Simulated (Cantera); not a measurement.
Cantera run:

```python
import numpy as np
import cantera as ct

gas_names = [...]  # 95 gases of nasa_gas.yaml made of C, F, H
cond_names = """
    C(gr) C6H6(L) C7H8(L) C8H18(L),n-octa
""".split()


# ... load() reads the species with a 1 bar reference pressure and builds the phases ...
atoms = {
    'CHF3': {'C': 1, 'H': 1, 'F': 3},
    'H2': {'H': 2},
}
top_T = {'C(gr)': 4500}  # K; cautious upper limits of use, not melting points


# ... equilibrate(T, P, feed) seeds the gas with the atoms and calls Mixture.equilibrate('TP', solver="vcs", rtol=1e-11, max_steps=5000) ...
results = []
feed = {'CHF3': 1, 'H2': 0.66}  # mol
T = 1125  # K
P = 89  # Pa
mix = equilibrate(T, P, feed)
results.append((T, P, feed, dict(zip(mix.species_names, mix.species_moles))))
x = sorted(zip(gas.X, gas.species_names), reverse=True)
print(f"T = {T:g} K  P = {P:g} Pa  gas = {mix.phase_moles(0):.4g} mol")
print("   x: " + "  ".join(f"{s} {v:.3e}" for v, s in x if v > 0.0001))
print("   condensed (mol): " + ("  ".join(f"{mix.phase(i).name} {mix.phase_moles(i):.4g}"
      for i in range(1, mix.n_phases) if mix.phase_moles(i) > 1e-12) or "none"))
```

Result:

```
T = 1125 K  P = 89 Pa  gas = 2.49 mol
   x: HF 9.317e-01  CF4 6.827e-02
   condensed (mol): C(gr) 0.83
```

Method: chemical equilibrium by Gibbs-energy minimisation in Cantera with the NASA 1993 tables (ideal gas, pure condensed phases). Gases not in the tables: C2F6 and larger saturated fluorocarbons.
